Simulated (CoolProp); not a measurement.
A simple Rankine cycle with cyclohexane: condensing at 294.15 K, boiler at 0.468 MPa, turbine inlet 455 K, turbine efficiency 0.7, pump efficiency 0.8, no recuperator. Each further row changes one setting.

Values from CoolProp's reference Helmholtz-energy equation of state, Zhou 2014.

| case | thermal efficiency (%) | net work (kJ/kg) | heat in (kJ/kg) | turbine exit temperature (K) | volume ratio over the turbine |
|---|---|---|---|---|---|
| as stated | 15.9 | 104 | 650 | 394.5 | 40.5 |
| turbine inlet 475 K | 15.8 | 109 | 693 | 415.3 | 40.4 |
| condensing temperature 286.15 K | 17.1 | 113 | ? | 388.9 | ? |
| boiler pressure 0.328 MPa | ? | 95.7 | 654 | 401.1 | 28.1 |
| turbine efficiency 0.6 | 13.7 | 88.7 | 650 | 402.8 | 41.4 |

Problem. Complete the blanks.

Solution. 
- condensing temperature 286.15 K, heat in (kJ/kg): 664
- condensing temperature 286.15 K, volume ratio over the turbine: 58.7
- boiler pressure 0.328 MPa, thermal efficiency (%): 14.6
